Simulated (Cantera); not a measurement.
What does this Cantera script print?

```python
import numpy as np
import cantera as ct

gas = ct.Solution("gri30.yaml")
gas.TPX = 1398, 420, {'C2H6': 1, 'N2': 1.7}
reactor = ct.IdealGasConstPressureReactor(gas, energy="off", clone=False)
net = ct.ReactorNet([reactor])
net.rtol, net.atol = 1e-08, 1e-18
show = ['C2H6', 'H2', 'CH4', 'CH2', 'CH3', 'C2H']
times = np.geomspace(2e-05, 2, 9)

steps = ct.SolutionArray(gas, extra=["t"])
rows = []
print(f"{'t/s':>10s}{'T/K':>9s}{'P/Pa':>11s}" + "".join(f"{s:>11s}" for s in show))
for t in times:
    while net.time < t:
        t_next = net.step()
        steps.append(gas.state, t=t_next)
    rows.append([np.interp(t, steps.t, y) for y in (steps.T, steps.P, *steps(*show).X.T)])
    print(f"{t:10.3e}{rows[-1][0]:9.1f}{rows[-1][1]:11.4g}" + "".join(f"{x:11.3e}" for x in rows[-1][2:]))
rate = np.gradient(steps.T, steps.t)
print("integrator steps:", len(steps.t))
if steps.T.max() > steps.T[0] + 200:
    print(f"time of steepest temperature rise: {steps.t[rate.argmax()]:.4e} s")
gas.TPX = 1398, 420, {'C2H6': 1, 'N2': 1.7}
gas.equilibrate("TP")
print(f"equilibrium (TP): T = {gas.T:.1f} K  " + "  ".join(f"{s} {gas[s].X[0]:.3e}" for s in show))
```

It prints:

```
       t/s      T/K       P/Pa       C2H6         H2        CH4        CH2        CH3        C2H
 2.000e-05   1398.0        420  3.703e-01  1.628e-08  5.210e-07  2.427e-11  9.154e-05  2.893e-25
 8.434e-05   1398.0        420  3.701e-01  8.738e-07  9.145e-06  1.735e-09  3.788e-04  6.017e-21
 3.557e-04   1398.0        420  3.690e-01  7.338e-05  1.539e-04  8.803e-08  1.471e-03  3.655e-16
 1.500e-03   1398.0        420  3.581e-01  3.956e-03  2.236e-03  1.249e-06  4.809e-03  3.275e-11
 6.325e-03   1398.0        420  2.604e-01  5.012e-02  2.733e-02  4.231e-06  1.204e-02  5.232e-09
 2.667e-02   1398.0        420  4.996e-02  1.533e-01  1.136e-01  2.624e-06  6.693e-03  4.561e-08
 1.125e-01   1398.0        420  1.225e-03  2.194e-01  1.306e-01  1.880e-07  9.501e-04  3.152e-08
 4.743e-01   1398.0        420  3.990e-05  2.500e-01  1.254e-01  1.042e-08  1.954e-04  9.263e-09
 2.000e+00   1398.0        420  5.848e-06  2.741e-01  1.211e-01  1.937e-09  8.146e-05  4.849e-09
integrator steps: 1232
equilibrium (TP): T = 1398.0 K  C2H6 8.597e-09  H2 4.240e-01  CH4 1.286e-03  CH2 2.358e-10  CH3 2.904e-06  C2H 1.743e-08
```

Model: GRI-Mech 3.0 (53 species, 325 reactions), integrated in Cantera. GRI-Mech 3.0 stops at C3 and has no aromatics, soot or wall deposition, so with more carbon than oxygen in the feed, carbon stays in small species such as C2H2 where larger ones or solid carbon would form. Radical loss at walls, strong at low pressure, is not modelled.
